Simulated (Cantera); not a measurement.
Tantalum, niobium, vanadium and zirconium in process gases: V + O₂ + N₂ + H₂O

Input: 1 mol V, 0.091 mol O₂, 0.63 mol N₂, 0.045 mol H₂O, equilibrated at 1998.15 K and 2.33 Torr.

These are equilibrium values from Cantera (NASA tables, ideal gas, pure condensed phases), not measurements of a reactor. Candidate condensed phases: H₂O, V, VN, VO, V₂O₃, V₂O₄, V₂O₅; 28 gas species. Mutual solubility and eutectic melting of coexisting phases are not modelled. VN, VO: taken at fixed stoichiometry. Condensed phases not in the tables: solid solutions among these carbides, nitrides and lower oxides, V₂N. Equilibrium is a limit: real reactors are often held back by kinetics, nucleation or transport.

```
Quantity                                Result
----------------------------------  ----------
x(N₂)                                    0.838
x(H₂)                                    0.149
x(H)                                    0.0111
x(V)                                  0.000621
x(VO)                                 0.000609
x(H₂O)                                 5.80e-5
x(VO₂)                                 5.52e-5
n(VN(s))                             0.773 mol
n(VO(s))                             0.227 mol
gas amount                          0.2906 mol
log10 activity of V(s) (absent)          -0.07
log10 activity of V₂O₅(l) (absent)      -13.89
```
